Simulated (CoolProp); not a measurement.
Properties of n-nonane along the isobar 26.9 bar.

The numbers come from the reference Helmholtz-energy equation of state, Lemmon 2006 in CoolProp. It is a short technical equation, of lower accuracy than the large ones.

```
T (°C)          phase       Z  cp (kJ/(kg K))  isothermal compressibility (1/MPa)  expansivity (1/kK)  viscosity (µPa s)  fugacity coefficient
------  -------------  ------  --------------  ----------------------------------  ------------------  -----------------  --------------------
77.85          liquid  0.1752           2.410                            0.001701               1.179                384              0.003889
102.75         liquid  0.1686           2.513                            0.002074               1.247                311               0.01001
127.65         liquid  0.1633           2.619                            0.002566               1.333                257               0.02216
152.55         liquid  0.1591           2.727                            0.003235               1.444                214               0.04342
177.45         liquid  0.1561           2.837                            0.004185               1.592                179               0.07696
202.35         liquid  0.1543           2.951                            0.005606               1.795                150                0.1255
227.25         liquid  0.1538           3.071                            0.007901               2.089                125                0.1907
252.15         liquid  0.1552           3.207                             0.01204               2.553                103                0.2728
277.05         liquid  0.1593           3.380                             0.02102               3.407               83.0                0.3703
301.95         liquid  0.1696           3.671                             0.04946               5.546               63.2                0.4794
326.85  supercritical  0.2097           5.289                              0.4313               23.52               38.1                0.5915
```

Viscosity comes from a separate model (Huber 2004).
